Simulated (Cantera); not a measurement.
Charge: 1 mol PbO, 2.7 mol O2, 0.1 mol H2, equilibrated at 4.70 mbar.

These are equilibrium values from Cantera (NASA tables, ideal gas, pure condensed phases), not measurements of a reactor. Candidate condensed phases: H2O, Pb, PbO, PbO2, Pb3O4; 12 gas species. Gases not in the tables: (PbO)n polymers. Kinetics and transport are ignored.

Task: At 1175 °C, list the 4 most abundant gas species with their mole fractions, and the condensed phases.

Result: O2 0.709, PbO 0.250, H2O 0.0264, Pb 0.0149. Condensed: gas only.
